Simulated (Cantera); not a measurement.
**Thermodynamics of roasting and sulfation, feed MgO + SO3 + H2O**

A closed system holds: 1 mol MgO, 3.5 mol SO3, 0.067 mol H2O, at 1525 K and 0.170 bar.

Equilibrium computed with Cantera from the NASA thermochemical tables; the gas is ideal and each condensed phase is pure. Candidate condensed phases: H2O, H2SO4, Mg, MgO, Mg(OH)2, MgS, MgSO4, S; 26 gas species. Rates play no part.

```yaml
x(SO2): 0.655
x(O2): 0.327
x(H2O): 0.0126
x(SO3): 0.00509
x(OH): 5.99e-5
x(O): 7.86e-6
x(SO): 1.45e-6
n(MgO(s)): 1.00 mol
gas_amount: 5.304 mol
log10 activity of S(l) (absent): -9.51
log10 activity of Mg(l) (absent): -14.19
```
